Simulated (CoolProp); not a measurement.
Vapour-liquid equilibrium of R22 (1) + C3F8 (R218) (2) at 38.5 kPa; x and y are mole fractions of (1).

Computed with CoolProp (multi-fluid Helmholtz-energy mixture model, Kamei 1995 and Lemmon 2006; pair parameters Bell 2016).

```tsv
x	bubble temperature, mixture model (K)	bubble temperature, Raoult's law (K)	y, mixture model	y, Raoult's law
0.05	214.1	216.8	0.188	0.060
0.2	209.4	216.3	0.456	0.232
0.35	207.9	215.7	0.548	0.395
0.5	207.5	215.2	0.581	0.548
0.65	207.5	214.7	0.595	0.692
0.8	207.8	214.2	0.628	0.829
0.95	210.6	213.8	0.805	0.958
```

The largest gap from Raoult's law is -7.8 K in bubble temperature, at x = 0.35. y crosses x between x = 0.5 and 0.65: the model has an azeotrope there.

Pair parameters are fitted to limited data, so mixtures are less certain than the pure fluids.
